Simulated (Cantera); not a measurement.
A perfectly stirred reactor is fed with CO : H₂ : O₂ : N₂ = 1 : 0.048 : 0.308 : 1.16 (molar parts), equivalence ratio 1.7, at 9.87 atm; it is adiabatic with a 350 K inlet, and is followed from long to short residence time, starting on the burning branch (τ in s: 0.033, 0.016, 0.0078, 0.0038, 0.0019, 0.0009, 0.00044, 0.00021, 0.0001, 5.1e-05, 2.5e-05).

Detailed kinetics in Cantera: GRI-Mech 3.0 (53 species, 325 reactions). The hydrogen kinetics of GRI-Mech 3.0 are dated; newer H2 mechanisms differ, most at raised pressure.

### Question
Predict: blow-out, bracketed by the residence times tried; x(CO) at τ = 33.0 ms; x(H₂) at τ = 33.0 ms; x(O₂) at τ = 33.0 ms; x(O) at τ = 33.0 ms; x(NO) at τ = 33.0 ms; x(CO) at τ = 0.900 ms; x(H₂) at τ = 0.900 ms; x(O₂) at τ = 0.900 ms; x(O) at τ = 0.900 ms; x(NO) at τ = 0.900 ms.

### Answer
```json
{
 "blow_out_bracketed_by_the_residence_times_tried": "burning at 25.0 µs, the shortest tried",
 "x(CO) at τ = 33.0 ms": "0.194",
 "x(H₂) at τ = 33.0 ms": "0.00249",
 "x(O₂) at τ = 33.0 ms": "0.000183",
 "x(O) at τ = 33.0 ms": "3.80e-5",
 "x(NO) at τ = 33.0 ms": "0.000247",
 "x(CO) at τ = 0.900 ms": "0.199",
 "x(H₂) at τ = 0.900 ms": "0.00247",
 "x(O₂) at τ = 0.900 ms": "0.00267",
 "x(O) at τ = 0.900 ms": "0.000727",
 "x(NO) at τ = 0.900 ms": "0.000336"
}
```
